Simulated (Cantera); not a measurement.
## Hydrocarbon pyrolysis for carbon deposition

A perfectly stirred reactor is fed with 20.0 % CH4, 80.0 % H2, at 13300 Pa; it is held at 1600 K, and followed from long to short residence time.

Cantera simulation using GRI-Mech 3.0 (53 species, 325 reactions); the numbers are that mechanism's predictions, not measurements. GRI-Mech 3.0 stops at C3 and has no aromatics, soot or wall deposition, so with more carbon than oxygen in the feed, carbon stays in small species such as C2H2 where larger ones or solid carbon would form.

| τ (s) | x CH4 | x H2 | x H | x C2H | x C2H6 | x C2H4 | x CH3 |
|---|---|---|---|---|---|---|---|
| 1.3 | 0.0846 | 0.867 | 0.000113 | 2.07e-8 | 1.55e-5 | 0.000835 | 0.000224 |
| 0.67 | 0.109 | 0.853 | 0.000107 | 1.56e-8 | 2.42e-5 | 0.000829 | 0.000277 |
| 0.33 | 0.135 | 0.837 | 0.000102 | 1.06e-8 | 3.55e-5 | 0.000850 | 0.000333 |
| 0.16 | 0.159 | 0.823 | 9.69e-5 | 6.29e-9 | 4.70e-5 | 0.000882 | 0.000379 |
| 0.081 | 0.176 | 0.814 | 9.35e-5 | 3.46e-9 | 5.52e-5 | 0.000887 | 0.000409 |
| 0.040 | 0.187 | 0.807 | 9.05e-5 | 1.64e-9 | 5.98e-5 | 0.000836 | 0.000424 |
| 0.020 | 0.193 | 0.803 | 8.69e-5 | 6.71e-10 | 5.98e-5 | 0.000707 | 0.000423 |
| 0.0099 | 0.197 | 0.801 | 8.13e-5 | 2.13e-10 | 5.47e-5 | 0.000501 | 0.000404 |
| 0.0049 | 0.199 | 0.801 | 7.15e-5 | 4.53e-11 | 4.33e-5 | 0.000269 | 0.000358 |
| 0.0024 | 0.199 | 0.800 | 5.54e-5 | 4.93e-12 | 2.60e-5 | 9.35e-5 | 0.000279 |
x: mole fraction; the columns are a selection and need not sum to one.
